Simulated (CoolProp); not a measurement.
CH2F2 (R32) at several states: Z from the reference equation and from simpler models built on Tc = 351.3 K, pc = 57.83 bar, ω = 0.277; each cubic takes its own stable root.

Model: reference Helmholtz-energy equation of state, Tillner-Roth 1997, in CoolProp.

| T (K) | p (bar) | phase | reference |
|---|---|---|---|
| 155.2 | 3.83 | liquid | 0.01116 |
| 186.7 | 147 | liquid | 0.3727 |
| 366.9 | 8.23 | gas | 0.9516 |

**Question.** How far does each simpler model (van der Waals, Redlich-Kwong, Soave-Redlich-Kwong) lie from the reference over these 3 states: mean and median of the absolute difference, and the worst?

**Answer.** 
- van der Waals: mean 64.0 %, median 92.4 %, worst +98.6 % at 155.2 K and 3.83 bar
- Redlich-Kwong: mean 22.0 %, median 32.1 %, worst +33.4 % at 155.2 K and 3.83 bar
- Soave-Redlich-Kwong: mean 20.3 %, median 29.3 %, worst +31.1 % at 155.2 K and 3.83 bar
